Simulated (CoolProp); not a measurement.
A closed Brayton cycle with carbon dioxide: compressor inlet 309.15 K and 8.7 MPa, high pressure 25.9 MPa, turbine inlet 925 K, compressor efficiency 0.85, turbine efficiency 0.9, recuperator effectiveness 0.9 (on enthalpy, no pinch check). Each further row changes one setting.

The numbers come from the reference Helmholtz-energy equation of state, Span 1996 in CoolProp.

```
case                           thermal efficiency (%)  net work (kJ/kg)  compressor to turbine work  compressor exit (K)  turbine exit (K)
-----------------------------  ----------------------  ----------------  --------------------------  -------------------  ----------------
as stated                                        38.2               132                        0.18                345.8             785.3
turbine inlet 875 K                              37.0               ___                        0.19                345.8               ___
compressor inlet 319.15 K                        37.4               112                        0.30                399.1             785.3
high pressure 22 MPa                             36.0               115                        0.17                339.6               ___
recuperator effectiveness 0.5                    23.7               132                        0.18                345.8             785.3
```

**Question.** Some entries are withheld; supply them.

**Answer.** 
- turbine inlet 875 K, net work (kJ/kg): 122
- turbine inlet 875 K, turbine exit (K): 740.1
- high pressure 22 MPa, turbine exit (K): 805.5
